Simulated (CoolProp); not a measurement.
Nitrogen at 293.15 K and 0.731 MPa flows at 0.43 m/s in a round tube of 20 mm bore and 0.25 µm roughness, fully developed (64/Re and Nu = 3.66 if laminar; Colebrook and Gnielinski if turbulent). Each further row changes one setting.

Model: reference Helmholtz-energy equation of state, Span 2000, in CoolProp.

```csv
case,Reynolds number,Darcy friction factor,pressure drop (Pa/m),heat-transfer coefficient (W/(m² K)),mass flow (kg/h)
as stated,4100,[?],[?],17.3,[?]
velocity 0.86 m/s,8200,0.0326,[?],32.3,[?]
diameter 40 mm,8200,0.0326,0.634,16.2,[?]
```

Question: Some entries are withheld; supply them.

Answer: 
- as stated, Darcy friction factor: 0.0396
- as stated, pressure drop (Pa/m): 1.54
- as stated, mass flow (kg/h): 4.09
- velocity 0.86 m/s, pressure drop (Pa/m): 5.07
- velocity 0.86 m/s, mass flow (kg/h): 8.19
- diameter 40 mm, mass flow (kg/h): 16.4

Viscosity comes from a separate model (Lemmon 2004). Thermal conductivity comes from a separate model (Lemmon 2004).
